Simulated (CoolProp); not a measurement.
Computed with CoolProp (reference Helmholtz-energy equation of state, Lemmon 2009).

**Question.** For propane, give the phase and the density (kg/m³), cp (kJ/(kg K)), isothermal compressibility (1/MPa), viscosity (µPa s) at 37.45 °C and 367 kPa; 48.55 °C and 367 kPa; 92.75 °C and 367 kPa.

**Answer.** 
- 37.45 °C and 367 kPa: gas; density 6.62, cp 1.79, isothermal compressibility 2.89, viscosity 8.49
- 48.55 °C and 367 kPa: gas; density 6.35, cp 1.83, isothermal compressibility 2.87, viscosity 8.79
- 92.75 °C and 367 kPa: gas; density 5.49, cp 2.01, isothermal compressibility 2.81, viscosity 9.97

Viscosity comes from a separate model (Vogel 1998).
